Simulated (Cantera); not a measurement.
Input: 1 mol CuO, 0.54 mol CH₄, 12 mol H₂, equilibrated at 1.33 mbar.

Method: chemical equilibrium by Gibbs-energy minimisation in Cantera with the NASA 1993 tables (ideal gas, pure condensed phases). Candidate condensed phases: C, C₆H₆, C₇H₈, C₈H₁₈, Cu, CuO, Cu(OH)₂, Cu₂O, H₂O; 113 gas species. The numbers say what is thermodynamically allowed, not how fast it happens. All values below are at 1052 °C.

Base state: H₂ 0.927, CO 0.0389, H₂O 0.0330, CO₂ 0.000743, Cu 0.000211, H 4.31e-5 (mole fractions); condensed: Cu(s).

**Question.** What changes in the equilibrium state with this change: 0.56 mol CO₂ added?

**Answer.** 
```tsv
species	before	after
H₂	0.927	0.853
CO	0.0389	0.0743
H₂O	0.0330	0.0687
Cu	0.000211	0.000211
CO₂	0.000743	0.00321
H	4.31e-5	4.14e-5
Cu(s), mol	0.997	0.997
```
